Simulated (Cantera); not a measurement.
Standard-state values (1 bar) from the NASA 1993 polynomials, evaluated with Cantera. Values are per mole of reaction as written; species without (g) are pure solids or liquids, kept so even where they would boil at 1 bar.

4 Cr + N2(g) = 2 Cr2N, with ΔH° = -251.0 kJ and ΔS° = -156.2 J/K at 300 K.

Task: How far is the shortcut ΔG° ≈ ΔH°(300 K) − T·ΔS°(300 K) from the full temperature-dependent value at 1473, 1523, 1573, 1623, 1673, 1723, 1773 K?

Result: 
```json
[
 {"T (K)": "1473", "shortcut (kJ)": "-21.0", "full (kJ)": "-40.9", "difference (kJ)": "19.9", "difference in log10 K": "-0.70"},
 {"T (K)": "1523", "shortcut (kJ)": "-13.2", "full (kJ)": "-34.4", "difference (kJ)": "21.2", "difference in log10 K": "-0.73"},
 {"T (K)": "1573", "shortcut (kJ)": "-5.4", "full (kJ)": "-28.0", "difference (kJ)": "22.6", "difference in log10 K": "-0.75"},
 {"T (K)": "1623", "shortcut (kJ)": "2.4", "full (kJ)": "-21.6", "difference (kJ)": "24.0", "difference in log10 K": "-0.77"},
 {"T (K)": "1673", "shortcut (kJ)": "10.2", "full (kJ)": "-15.2", "difference (kJ)": "25.5", "difference in log10 K": "-0.79"},
 {"T (K)": "1723", "shortcut (kJ)": "18.0", "full (kJ)": "-8.8", "difference (kJ)": "26.9", "difference in log10 K": "-0.81"},
 {"T (K)": "1773", "shortcut (kJ)": "25.9", "full (kJ)": "-2.4", "difference (kJ)": "28.3", "difference in log10 K": "-0.83"}
]
```
The shortcut ignores the heat-capacity change of the reaction.
